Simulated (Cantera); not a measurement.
An isothermal, constant-pressure homogeneous reactor starts with NO : N₂ = 1 : 1.6 (molar parts), at 1898 K and 24.0 Torr. Integrator tolerance rtol = 1e-08.

Cantera simulation using GRI-Mech 3.0 (53 species, 325 reactions); the numbers are that mechanism's predictions, not measurements. Radical loss at walls, strong at low pressure, is not modelled.

Question: What does this change do: pressure from 24.0 Torr to 10.00 Torr?

Answer: 
```
quantity                                             before                                     after
----------------  -----------------------------------------  ----------------------------------------
x(NO) at 40.0 s       0.107 (gas-phase equilibrium 0.00549)     0.191 (gas-phase equilibrium 0.00548)
x(N₂O) at 40.0 s    3.45e-6 (gas-phase equilibrium 5.63e-8)   9.97e-6 (gas-phase equilibrium 3.63e-8)
x(O) at 40.0 s    0.000622 (gas-phase equilibrium 0.000717)  0.000823 (gas-phase equilibrium 0.00111)
x(O₂) at 40.0 s         0.139 (gas-phase equilibrium 0.189)      0.0963 (gas-phase equilibrium 0.189)
x(NO₂) at 40.0 s    3.18e-5 (gas-phase equilibrium 1.92e-6)   3.02e-5 (gas-phase equilibrium 1.24e-6)
x(N₂) at 40.0 s         0.754 (gas-phase equilibrium 0.805)       0.712 (gas-phase equilibrium 0.805)
```

Question: What does this change do: NO 1 to 1.8 parts?

Answer: 
```csv
quantity,before,after
x(NO) at 40.0 s,0.107 (gas-phase equilibrium 0.00549),0.110 (gas-phase equilibrium 0.00615)
x(N₂O) at 40.0 s,3.45e-6 (gas-phase equilibrium 5.63e-8),3.47e-6 (gas-phase equilibrium 6.02e-8)
x(O) at 40.0 s,0.000622 (gas-phase equilibrium 0.000717),0.000762 (gas-phase equilibrium 0.000843)
x(O₂) at 40.0 s,0.139 (gas-phase equilibrium 0.189),0.209 (gas-phase equilibrium 0.261)
x(NO₂) at 40.0 s,3.18e-5 (gas-phase equilibrium 1.92e-6),4.05e-5 (gas-phase equilibrium 2.53e-6)
x(N₂) at 40.0 s,0.754 (gas-phase equilibrium 0.805),0.680 (gas-phase equilibrium 0.732)
```

Question: What does this change do: temperature 1898 to 2175 K?

Answer: 
```csv
quantity,before,after
x(NO) at 40.0 s,0.107 (gas-phase equilibrium 0.00549),0.0113 (gas-phase equilibrium 0.0113)
x(N₂O) at 40.0 s,3.45e-6 (gas-phase equilibrium 5.63e-8),1.13e-7 (gas-phase equilibrium 1.13e-7)
x(O) at 40.0 s,0.000622 (gas-phase equilibrium 0.000717),0.00555 (gas-phase equilibrium 0.00555)
x(O₂) at 40.0 s,0.139 (gas-phase equilibrium 0.189),0.183 (gas-phase equilibrium 0.183)
x(NO₂) at 40.0 s,3.18e-5 (gas-phase equilibrium 1.92e-6),2.48e-6 (gas-phase equilibrium 2.48e-6)
x(N₂) at 40.0 s,0.754 (gas-phase equilibrium 0.805),0.800 (gas-phase equilibrium 0.800)
```
